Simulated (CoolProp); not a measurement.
A single-stage vapour-compression cycle with R115: evaporating at 201.15 K (dew point), condensing at 266.15 K (bubble point), superheat 10 K, subcooling 2 K, compressor efficiency 0.8, no pressure losses. Each further row changes one setting.

Model: reference Helmholtz-energy equation of state, Lemmon 2016, in CoolProp.

```
case                              cooling COP  pressure ratio  discharge temperature (K)  refrigerating effect (kJ/kg)  volumetric capacity (kJ/m³)
--------------------------------  -----------  --------------  -------------------------  ----------------------------  ---------------------------
as stated                                1.78            19.9                      289.3                          83.8                          131
evaporating temperature 206.15 K         2.05            14.6                      286.9                          86.6                          181
condensing temperature 261.15 K          2.01            16.8                      284.4                          88.8                          139
subcooling 7 K                           1.89            19.9                      289.3                          88.7                          139
superheat 20 K                           1.82            19.9                      300.5                          89.8                          134
compressor efficiency 0.7                1.56            19.9                      298.4                          83.8                          131
```
